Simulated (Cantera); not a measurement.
Input (Python, Cantera) and output of one run.

```python
import numpy as np
import cantera as ct

gas_names = """
    C CH CH2 CH3 CH2OH CH3O CH4 CH3OH CO CO2 COOH C2 C2H CHCO,ketyl C2H2,acetylene C2H2,vinylidene
    CH2CO,ketene C2H3,vinyl CH3CO,acetyl C2H4 C2H4O,ethylen CH3CHO,ethanal CH3COOH (HCOOH)2 C2H5 C2H6
    CH3OCH3 C2H5OH C2O C3 C3H3,propargyl C3H4,allene C3H4,propyne C3H4,cyclo- C3H5,allyl C3H6,propylene
    C3H6,cyclo- C3H6O C3H7,n-propyl C3H7,i-propyl C3H8 C3H8O,1propanol C3H8O,2propanol C3O2 C4 C4H2
    C4H4,1,3-cyclo- C4H6,butadiene C4H6,2-butyne C4H6,cyclo- C4H8,1-butene C4H8,cis2-buten
    C4H8,tr2-butene C4H8,isobutene C4H8,cyclo- (CH3COOH)2 C4H9,n-butyl C4H9,i-butyl C4H9,s-butyl
    C4H9,t-butyl C4H10,isobutane C4H10,n-butane C5 C5H6,1,3cyclo- C5H8,cyclo- C5H10,1-pentene
    C5H10,cyclo- C5H11,pentyl C5H11,t-pentyl C5H12,n-pentane C5H12,i-pentane CH3C(CH3)2CH3 C6H2
    C6H5,phenyl C6H5O,phenoxy C6H6 C6H5OH,phenol C6H10,cyclo- C6H12,1-hexene C6H12,cyclo- C6H13,n-hexyl
    C7H7,benzyl C7H8 C7H8O,cresol C7H14,1-heptene C7H15,n-heptyl C7H16,n-heptane C8H8,styrene
    C8H10,ethylbenz C8H16,1-octene C8H17,n-octyl C8H18,isooctane C8H18,n-octane C9H19,n-nonyl
    C10H8,naphthale C10H21,n-decyl C12H9,o-bipheny C12H10,bipheny Ca CaO CaOH CaO2H2 Ca2 H HCO HO2 H2
    HCHO,formaldehy HCOOH H2O H2O2 O OH O2 O3
""".split()
cond_names = """
    C(gr) C6H6(L) C7H8(L) C8H18(L),n-octa Ca(a) Ca(b) Ca(L) CaCO3(caL) CaO(s) CaO(L) CaO2H2(s) H2O(s)
    H2O(L)
""".split()


def load(file, names, dense=False):
    # The tables refer to 1 bar. Condensed volumes are neglected.
    table = {s.name: s for s in ct.Species.list_from_file(file)}
    out = []
    for n in names:
        d = dict(table[n].input_data)
        d["thermo"] = dict(d["thermo"], **{"reference-pressure": 1e5})
        if dense:
            d["equation-of-state"] = {"model": "constant-volume", "density": "1e6 g/cm^3"}
        out.append(ct.Species.from_dict(d))
    return out


gas = ct.Solution(thermo="ideal-gas", species=load("nasa_gas.yaml", gas_names))
cond = {s.name: ct.Solution(thermo="fixed-stoichiometry", species=[s], name=s.name)
        for s in load("nasa_condensed.yaml", cond_names, dense=True)}
atoms = {
    'Ca(OH)2': {'Ca': 1, 'O': 2, 'H': 2},
    'CO2': {'C': 1, 'O': 2},
    'H2': {'H': 2},
    'C': {'C': 1},
}
top_T = {'C(gr)': 4500}  # K; cautious upper limits of use, not melting points


def equilibrate(T, P, feed):
    n = {}
    for name, mol in feed.items():
        for a, k in atoms[name].items():
            n[a] = n.get(a, 0.0) + k * mol
    gas.TPX = T, P, n
    mass = sum(n.values()) * gas.mean_molecular_weight
    gas.equilibrate("TP")
    valid = [c for c in cond.values() if c.min_temp <= T <= top_T.get(c.name, c.max_temp)]
    mix = ct.Mixture([(gas, mass / gas.mean_molecular_weight)] + [(c, 0.0) for c in valid])
    mix.T, mix.P = T, P
    mix.equilibrate("TP", solver="vcs", rtol=1e-11, max_steps=5000)
    return mix


results = []
T = 748  # K
P = 1333.22  # Pa
for m in [0.13, 0.2, 0.28, 0.35, 0.43, 0.5, 0.58, 0.65, 0.73, 0.8, 0.87, 0.95, 1]:
    feed = {'Ca(OH)2': 1, 'CO2': 0.046, 'H2': 0.86, 'C': m}  # mol
    mix = equilibrate(T, P, feed)
    results.append((T, P, feed, dict(zip(mix.species_names, mix.species_moles))))

top = {s: max(r[3][s] / sum(r[3][g] for g in gas_names) for r in results) for s in gas_names}
cols = sorted((s for s in top if top[s] > 0.0001), key=lambda s: -top[s])[:5]
seen = [c for c in cond_names if any(r[3].get(c, 0) > 1e-12 for r in results)]
print("log10 of partial pressures in bar; condensed amounts in mol")
print(f"{'n(C)':>10s}" + "".join(f"{s[:9]:>10s}" for s in cols + seen))
for T, P, feed, n in results:
    ng = sum(n[g] for g in gas_names)
    print(f"{feed['C']:10.4g}" + "".join(f"{np.log10(max(n[s] / ng * P / 1e5, 1e-99)):10.3f}" for s in cols)
          + "".join(f"{n.get(c, 0):10.4g}" for c in seen))
```

Result:

```
log10 of partial pressures in bar; condensed amounts in mol
      n(C)        H2       H2O       CH4        CO       CO2     C(gr) CaCO3(caL    CaO(s)
      0.13    -2.098    -2.276    -6.424    -4.910    -4.294         0    0.1671    0.8329
       0.2    -2.047    -2.367    -6.040    -4.769    -4.294         0    0.2364    0.7636
      0.28    -1.996    -2.499    -5.570    -4.585    -4.294         0    0.3149    0.6851
      0.35    -1.957    -2.659    -5.095    -4.386    -4.294         0     0.382     0.618
      0.43    -1.921    -2.935    -4.397    -4.074    -4.294         0    0.4514    0.5486
       0.5    -1.908    -3.250    -3.718    -3.747    -4.294         0     0.487     0.513
      0.58    -1.915    -3.467    -3.310    -3.536    -4.294   0.01585    0.4954    0.5046
      0.65    -1.915    -3.467    -3.310    -3.536    -4.294   0.08585    0.4954    0.5046
      0.73    -1.915    -3.467    -3.310    -3.536    -4.294    0.1658    0.4954    0.5046
       0.8    -1.915    -3.467    -3.310    -3.536    -4.294    0.2358    0.4954    0.5046
      0.87    -1.915    -3.467    -3.310    -3.536    -4.294    0.3058    0.4954    0.5046
      0.95    -1.915    -3.467    -3.310    -3.536    -4.294    0.3858    0.4954    0.5046
         1    -1.915    -3.467    -3.310    -3.536    -4.294    0.4358    0.4954    0.5046
```

Method: chemical equilibrium by Gibbs-energy minimisation in Cantera with the NASA 1993 tables (ideal gas, pure condensed phases).
